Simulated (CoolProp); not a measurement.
Hydrogen sulfide at several states: density (kg/m³) from the reference equation and from simpler models built on Tc = 373.1 K, pc = 8999 kPa, ω = 0.101; each cubic takes its own stable root.

Model: reference Helmholtz-energy equation of state, Lemmon 2006, in CoolProp. It is a short technical equation, of lower accuracy than the large ones.

| T (K) | p (kPa) | phase | reference | van der Waals | Redlich-Kwong | Soave-Redlich-Kwong |
|---|---|---|---|---|---|---|
| 428 | 250 | gas | 2.409 | 2.408 | 2.410 | 2.409 |
| 538.5 | 4750 | gas | 38.05 | 38.58 | 38.37 | 38.03 |
| 401.6 | 43100 | supercritical | 668.8 | ___ | 639.4 | ___ |
| 449.4 | 21800 | supercritical | 361.8 | 356.5 | 351.2 | ___ |
| 220.2 | 31600 | liquid | 964.5 | 649.8 | 934.7 | 937.0 |

Question: Some entries are withheld; supply them.

Answer: 
- 401.6, van der Waals: 518.6
- 401.6, Soave-Redlich-Kwong: 634.9
- 449.4, Soave-Redlich-Kwong: 332.5
